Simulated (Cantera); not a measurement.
Input (Python, Cantera) and output of one run.

```python
import numpy as np
import cantera as ct

gas_names = [...]  # 109 gases of nasa_gas.yaml made of C, Cl, H, Si
cond_names = """
    C(gr) C6H6(L) C7H8(L) C8H18(L),n-octa Si(cr) Si(L) SiC(b)
""".split()


# ... load() reads the species with a 1 bar reference pressure and builds the phases ...
atoms = {
    'SiCl4': {'Si': 1, 'CL': 4},
    'C2H4': {'C': 2, 'H': 4},
    'H2': {'H': 2},
}
top_T = {'C(gr)': 4500, 'SiC(b)': 3050}  # K; cautious upper limits of use, not melting points


# ... equilibrate(T, P, feed) seeds the gas with the atoms and calls Mixture.equilibrate('TP', solver="vcs", rtol=1e-11, max_steps=5000) ...
results = []
feed = {'SiCl4': 1, 'C2H4': 0.095, 'H2': 96}  # mol
T = 1873  # K
for P in [100, 240, 560, 1300, 3200, 7500, 18000, 42000, 100000]:
    mix = equilibrate(T, P, feed)
    results.append((T, P, feed, dict(zip(mix.species_names, mix.species_moles))))

top = {s: max(r[3][s] / sum(r[3][g] for g in gas_names) for r in results) for s in gas_names}
cols = sorted((s for s in top if top[s] > 0.0001), key=lambda s: -top[s])[:8]
seen = [c for c in cond_names if any(r[3].get(c, 0) > 1e-12 for r in results)]
print("log10 of partial pressures in bar; condensed amounts in mol")
print(f"{'P/Pa':>10s}" + "".join(f"{s[:9]:>10s}" for s in cols + seen))
for T, P, feed, n in results:
    ng = sum(n[g] for g in gas_names)
    print(f"{P:10.4g}" + "".join(f"{np.log10(max(n[s] / ng * P / 1e5, 1e-99)):10.3f}" for s in cols)
          + "".join(f"{n.get(c, 0):10.4g}" for c in seen))
```

Output:

```
log10 of partial pressures in bar; condensed amounts in mol
      P/Pa        H2       HCL         H        Si     SiCL2        CL      SiCL       SiH     Si(L)    SiC(b)
       100    -3.028    -4.458    -4.704    -5.277    -5.662    -6.255    -6.464    -6.822         0    0.1816
       240    -2.644    -4.100    -4.512    -5.055    -5.108    -6.089    -6.076    -6.407   0.05451    0.1843
       560    -2.273    -3.727    -4.327    -5.055    -4.735    -5.902    -5.889    -6.222    0.2857    0.1875
      1300    -1.905    -3.359    -4.143    -5.055    -4.365    -5.717    -5.704    -6.038    0.3871    0.1889
      3200    -1.513    -2.966    -3.947    -5.055    -3.972    -5.521    -5.508    -5.842    0.4347    0.1895
      7500    -1.143    -2.596    -3.761    -5.055    -3.601    -5.335    -5.322    -5.657    0.4547    0.1896
   1.8e+04    -0.762    -2.215    -3.571    -5.055    -3.220    -5.145    -5.132    -5.466     0.464    0.1895
   4.2e+04    -0.394    -1.847    -3.387    -5.055    -2.853    -4.961    -4.948    -5.282    0.4681    0.1891
     1e+05    -0.017    -1.471    -3.199    -5.055    -2.477    -4.773    -4.760    -5.094    0.4697    0.1881
```

Cantera equilibrium calculation (NASA polynomials, part measured and part estimated; ideal gas, pure solids and liquids). Mutual solubility and eutectic melting of coexisting phases are not modelled. The tables' values for SiCl, SiCl3 are old estimates; treat these amounts as uncertain. Gases not in the tables: Si2H6 and higher silanes.
